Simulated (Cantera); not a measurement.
Feed: 1 mol Al, 2.3 mol I2, at 1225 K and 1.10 mbar.

Method: chemical equilibrium by Gibbs-energy minimisation in Cantera with the NASA 1993 tables (ideal gas, pure condensed phases). Candidate condensed phases: Al, AlI3, I2; 7 gas species. Equilibrium is a limit: real reactors are often held back by kinetics, nucleation or transport.

Base state: I 0.616, AlI3 0.372, AlI 0.00838, I2 0.00448 (mole fractions); condensed: gas only.

**Question.** What changes in the equilibrium state with this change: temperature from 1225 K to 523 K?

**Answer.** 
```json
[
 {"species": "I2", "before": "0.00448", "after": "0.480"},
 {"species": "AlI3", "before": "0.372", "after": "0.440"},
 {"species": "Al2I6", "before": "2.17e-7", "after": "0.0798"},
 {"species": "I", "before": "0.616", "after": "0.000266"},
 {"species": "AlI", "before": "0.00838", "after": "<1e-9"}
]
```

**Question.** What changes in the equilibrium state with this change: I2 from 2.3 to 1.6 mol?

**Answer.** 
```tsv
species	before	after
AlI3	0.372	0.648
I	0.616	0.281
AlI	0.00838	0.0699
I2	0.00448	0.000937
```

**Question.** What changes in the equilibrium state with this change: temperature from 1225 K to 473.15 K?

**Answer.** 
```csv
species,before,after
I2,0.00448,0.546
Al2I6,2.17e-7,0.230
AlI3,0.372,0.224
I,0.616,4.50e-5
AlI,0.00838,<1e-9
```
